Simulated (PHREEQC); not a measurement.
Make-up at 20 °C: 0.94 mol NaCl, 0.82 mol KCl and 1.5 mol LiCl per kg of water. Closed to the air; pH follows from the charge balance.

Model: Pitzer model, pitzer.dat, run in PHREEQC.

Problem. The ionic strength comes out as 3.26 mol/kgw. What activity coefficients do Li+, K+, Na+, Cl- get?

Solution. Li+ 2.0, K+ 0.85, Na+ 1.1, Cl- 0.56. Single-ion values are on the MacInnes scale.

Precipitation was switched off in this run.
